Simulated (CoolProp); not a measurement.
The fluoroketone C6F12O (FK-5-1-12) at 409.86 K and 0.725 MPa is compressed adiabatically to 1.32 MPa with isentropic efficiency 0.9. Each further row changes one setting.

Computed with CoolProp (reference Helmholtz-energy equation of state, McLinden 2015).

```tsv
case	work (kJ/kg)	final temperature (K)	final density (kg/m³)
as stated	…	425.2	…
efficiency 1	4.60	424.8	201
efficiency 0.65	…	426.6	195
```

### Question
Complete the blanks.

### Answer

- as stated, work (kJ/kg): 5.11
- as stated, final density (kg/m³): 200
- efficiency 0.65, work (kJ/kg): 7.08
